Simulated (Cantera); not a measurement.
SF₆ + SO₂ + H₂ (abatement and gas-phase synthesis)

A closed system holds: 1 mol SF₆, 0.015 mol SO₂, 9.8 mol H₂, equilibrated at 0.133 bar.

Method: chemical equilibrium by Gibbs-energy minimisation in Cantera with the NASA 1993 tables (ideal gas, pure condensed phases). Candidate condensed phases: H₂O, H₂SO₄, S; 43 gas species. Rates play no part.

From 1348 K to 2698 K nothing is condensed.

| T (K) | log p H₂ | log p HF | log p H | log p H₂S | log p S | log p S₂ | log p SH |
|---|---|---|---|---|---|---|---|
| 1348 | -1.22 | -1.21 | -6.24 | -2.01 | -6.95 | -3.42 | -4.40 |
| 1498 | -1.21 | -1.21 | -5.37 | -2.10 | -5.86 | -2.92 | -3.86 |
| 1648 | -1.20 | -1.21 | -4.65 | -2.25 | -5.04 | -2.66 | -3.49 |
| 1798 | -1.19 | -1.22 | -4.05 | -2.42 | -4.40 | -2.53 | -3.22 |
| 1948 | -1.19 | -1.22 | -3.54 | -2.59 | -3.89 | -2.48 | -3.03 |
| 2098 | -1.19 | -1.22 | -3.10 | -2.76 | -3.47 | -2.47 | -2.88 |
| 2248 | -1.19 | -1.22 | -2.73 | -2.93 | -3.11 | -2.49 | -2.77 |
| 2398 | -1.20 | -1.23 | -2.40 | -3.10 | -2.83 | -2.55 | -2.70 |
| 2548 | -1.22 | -1.24 | -2.12 | -3.28 | -2.59 | -2.64 | -2.67 |
| 2698 | -1.26 | -1.25 | -1.88 | -3.49 | -2.42 | -2.79 | -2.67 |
log p: log10 of the partial pressure in bar; nothing condenses.
